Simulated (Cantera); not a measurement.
Gas-phase reforming

An isothermal, constant-pressure homogeneous reactor starts with CH4 : H2O : H2 = 1 : 1.5 : 0.18 (molar parts), at 1550 K and 49000 Pa.

Model: GRI-Mech 3.0 (53 species, 325 reactions), integrated in Cantera.

| t (s) | x CH4 | x H2O | x H2 | x CO | x C2H | x O2 | x H2O2 |
|---|---|---|---|---|---|---|---|
| 0.000200 | 0.373 | 0.560 | 0.0673 | 1.29e-9 | <1e-12 | <1e-12 | <1e-12 |
| 0.000561 | 0.372 | 0.560 | 0.0675 | 6.78e-8 | <1e-12 | <1e-12 | <1e-12 |
| 0.00157 | 0.371 | 0.559 | 0.0685 | 1.57e-6 | 2.19e-12 | 1.29e-12 | <1e-12 |
| 0.00441 | 0.366 | 0.558 | 0.0728 | 2.02e-5 | 6.02e-11 | 8.40e-12 | <1e-12 |
| 0.0124 | 0.349 | 0.552 | 0.0888 | 0.000111 | 6.75e-10 | 2.94e-11 | <1e-12 |
| 0.0346 | 0.309 | 0.535 | 0.131 | 0.000416 | 3.01e-9 | 4.68e-11 | <1e-12 |
| 0.0971 | 0.237 | 0.503 | 0.208 | 0.00159 | 7.04e-9 | 2.68e-11 | <1e-12 |
| 0.272 | 0.147 | 0.459 | 0.309 | 0.00565 | 1.18e-8 | 1.10e-11 | <1e-12 |
| 0.763 | 0.0748 | 0.404 | 0.404 | 0.0178 | 1.50e-8 | 6.59e-12 | <1e-12 |
| 2.14 | 0.0453 | 0.333 | 0.480 | 0.0480 | 1.30e-8 | 4.41e-12 | <1e-12 |
| 6.00 | 0.0348 | 0.248 | 0.552 | 0.0974 | 7.58e-9 | 2.57e-12 | <1e-12 |
x: mole fraction; the columns are a selection and need not sum to one.

Equilibrium at this temperature and pressure: CH4 3.99e-7, H2O 0.0966, H2 0.690, CO 0.203, C2H <1e-12, O2 <1e-12, H2O2 <1e-12 (gas phase only).
